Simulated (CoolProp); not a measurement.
Vapour pressure (bar) of carbon dioxide: the reference equation beside estimates from Tc = 304.1 K, pc = 73.77 bar, ω = 0.224. Clausius-Clapeyron is anchored at 249.4 K with a constant enthalpy of vaporisation of 12.79 kJ/mol.

The numbers come from the reference Helmholtz-energy equation of state, Span 1996 in CoolProp.

| T (K) | reference | Lee-Kesler | Clausius-Clapeyron | van der Waals | Redlich-Kwong | Soave-Redlich-Kwong | Peng-Robinson |
|---|---|---|---|---|---|---|---|
| 222.5 | 6.645 | 6.654 | 8.309 | 18.46 | 9.263 | 6.654 | 6.604 |
| 227 | 7.955 | 7.961 | 9.529 | 20.36 | 10.84 | 7.967 | 7.895 |
| 231.5 | 9.448 | 9.451 | 10.87 | 22.38 | 12.60 | 9.466 | 9.370 |
| 235.9 | 11.10 | 11.10 | 12.31 | 24.48 | 14.50 | 11.13 | 11.00 |
| 240.4 | 13.00 | 12.99 | 13.90 | 26.75 | 16.65 | 13.04 | 12.89 |
| 244.9 | 15.14 | 15.11 | 15.64 | 29.15 | 19.00 | 15.19 | 15.01 |
| 249.4 | 17.51 | 17.47 | 17.51 | 31.68 | 21.58 | 17.60 | 17.37 |
| 253.8 | 20.09 | 20.04 | 19.49 | 34.29 | 24.32 | 20.21 | 19.95 |
| 258.3 | 23.01 | 22.93 | 21.66 | 37.08 | 27.36 | 23.16 | 22.87 |
| 262.8 | 26.22 | 26.12 | 23.99 | 40.02 | 30.64 | 26.42 | 26.09 |
| 267.3 | 29.75 | 29.63 | 26.47 | 43.10 | 34.18 | 29.99 | 29.64 |
| 271.7 | 33.53 | 33.39 | 29.06 | 46.24 | 37.89 | 33.82 | 33.45 |
| 276.2 | 37.75 | 37.60 | 31.86 | 49.60 | 41.96 | 38.09 | 37.70 |
| 280.7 | 42.35 | 42.19 | 34.84 | 53.11 | 46.31 | 42.74 | 42.35 |
| 285.2 | 47.35 | 47.21 | 37.99 | 56.76 | 50.95 | 47.78 | 47.41 |

Absolute difference from the reference over all 15 rows, mean and median: Lee-Kesler 0.2 and 0.2 %, Clausius-Clapeyron 11.7 and 11.0 %, van der Waals 81.0 and 70.7 %, Redlich-Kwong 22.0 and 21.1 %, Soave-Redlich-Kwong 0.6 and 0.6 %, Peng-Robinson 0.6 and 0.6 %.
